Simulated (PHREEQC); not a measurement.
## Leach liquor

A solution holds 0.14 mol/kgw H2SO4 and 0.0025 mol/kgw Al2(SO4)3, at 92 °C. Closed to the air; pH follows from the charge balance.

All values are PHREEQC results (ion-association model, wateq4f.dat), not measurements.

Each row changes one thing in this solution. Precipitation was switched off in this run.

| case | pH | ionic strength (mol/kgw) | HSO4- (mol/kgw) | SO4-2 (mol/kgw) |
|---|---|---|---|---|
| as made | 0.95 | 0.162 | 0.138 | 0.00583 |
| 0.014 mol/kgw CuCl2 added | 0.95 | 0.197 | 0.137 | 0.00612 |
| diluted 100-fold with water | 2.70 | 0.00299 | 0.000689 | 0.000753 |
| Al2(SO4)3 replaced by K2SO4 at the same molality | 0.95 | 0.154 | 0.137 | 0.00560 |
| diluted 5-fold with water | 1.59 | 0.0358 | 0.0256 | 0.00313 |
| H2SO4 left out | 3.36 | 0.0126 | 0.000520 | 0.00312 |
| Al2(SO4)3 left out | 0.94 | 0.151 | 0.135 | 0.00539 |
| H2SO4 replaced by MnSO4 at the same molality | 3.95 | 0.215 | 0.00117 | 0.0530 |

Complexes and solids missing from the database can't appear. Some of these states are supersaturated (in Boehmite (slow to form), Gibbsite (slow to form), for instance). At this temperature some constants are extrapolated from 25 °C, and those without enthalpy data are left unchanged.
